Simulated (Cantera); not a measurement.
An adiabatic, constant-pressure homogeneous reactor starts with CH₄ : H₂ : O₂ : N₂ = 1 : 0.41 : 4.79 : 52.7 (molar parts), at 1625 K and 3.40 bar. Integrator tolerance rtol = 1e-08.

Detailed kinetics in Cantera: GRI-Mech 3.0 (53 species, 325 reactions).

```csv
quantity,before,after
time of steepest temperature rise,95.2 µs,71.3 µs
temperature at 2.00 s,2033 K,2079 K
equilibrium temperature,2032 K,2078 K
x(CH₄) at 2.00 s,<1e-12 (gas-phase equilibrium <1e-12),<1e-12 (gas-phase equilibrium <1e-12)
x(H₂) at 2.00 s,3.99e-5 (gas-phase equilibrium 3.97e-5),5.54e-5 (gas-phase equilibrium 5.54e-5)
x(O₂) at 2.00 s,0.0421 (gas-phase equilibrium 0.0419),0.0416 (gas-phase equilibrium 0.0416)
x(CH₃) at 2.00 s,<1e-12 (gas-phase equilibrium <1e-12),<1e-12 (gas-phase equilibrium <1e-12)
x(OH) at 2.00 s,0.000756 (gas-phase equilibrium 0.000751),0.000929 (gas-phase equilibrium 0.000928)
x(C₂H) at 2.00 s,<1e-12 (gas-phase equilibrium <1e-12),<1e-12 (gas-phase equilibrium <1e-12)
```

**Question.** Name the change that produced these shifts.
A) pressure from 3.40 bar to 10.0 bar
B) initial temperature 1625 to 1675 K
C) N2 52.7 to 140 parts
D) initial temperature 1625 to 1248 K

**Answer.** B, initial temperature 1625 to 1675 K
